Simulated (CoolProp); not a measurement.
The fluid at 451.64 K and 0.0466 MPa (gas) is heated at constant pressure to 556.1 K. The same conditions are run with several fluids, on thermodynamics alone (safety and materials aside).

Model: reference Helmholtz-energy equation of state of each fluid (n-nonane: Lemmon 2006; ammonia: Gao 2020; propylene: Lemmon 2013; nitrogen: Span 2000), in CoolProp.

| fluid | heat (kJ/kg) | final density (kg/m³) |
|---|---|---|
| n-nonane | 264 | 1.30 |
| ammonia | 258 | 0.172 |
| propylene | 237 | 0.424 |
| nitrogen | 110 | 0.282 |
